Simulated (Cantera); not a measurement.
Charge: 1 mol C, 69 mol H2, 4.1 mol N2, held at 227 °C and 1330 Pa.

Cantera equilibrium calculation (NASA polynomials, part measured and part estimated; ideal gas, pure solids and liquids). Candidate condensed phases: C, C6H6, C7H8, C8H18; 92 gas species. Equilibrium is a limit: real reactors are often held back by kinetics, nucleation or transport.

Base state: H2 0.929, N2 0.0565, CH4 0.0139, NH3 0.000900 (mole fractions); condensed: gas only.

### Question
What changes in the equilibrium state with this change: temperature from 227 °C to 2125 °C?

### Answer
```tsv
species	before	after
H2	0.929	0.818
H	<1e-9	0.123
N2	0.0565	0.0487
CH4	0.0139	1.04e-6
HCN	<1e-9	0.00711
C2H2 (acetylene)	<1e-9	0.00243
HNC	<1e-9	0.000736
CN	<1e-9	5.34e-5
NH3	0.000900	2.52e-8
```

### Question
What changes in the equilibrium state with this change: C replaced by C6H6?

### Answer
```
species    before     after
-------  --------  --------
H2          0.929     0.855
CH4        0.0139    0.0857
N2         0.0565    0.0581
NH3      0.000900  0.000807
```
